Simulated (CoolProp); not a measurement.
Tetrahydrofuran at several states: density (kg/m³) from the reference equation and from simpler models built on Tc = 267.0 °C, pc = 5304 kPa, ω = 0.234; each cubic takes its own stable root.

Model: reference Helmholtz-energy equation of state, Fiedler 2023, in CoolProp.

| T (°C) | p (kPa) | phase | reference | van der Waals | Redlich-Kwong | Soave-Redlich-Kwong | Peng-Robinson |
|---|---|---|---|---|---|---|---|
| 122.55 | 401 | gas | 9.481 | 9.239 | 9.398 | 9.460 | 9.497 |
| 13.75 | 75 | liquid | 894.3 | 2.309 | 812.6 | 829.5 | 934.2 |
| -40.25 | 11.7 | liquid | 951.9 | 0.4376 | 862.2 | 872.8 | 979.9 |
| -43.65 | 2820 | liquid | 957.1 | 583.8 | 866.9 | 876.8 | 983.9 |
| 41.25 | 570 | liquid | 864.4 | 531.7 | 784.4 | 804.3 | 907.1 |

At some of these states van der Waals gives the other phase, because its saturation line lies elsewhere.
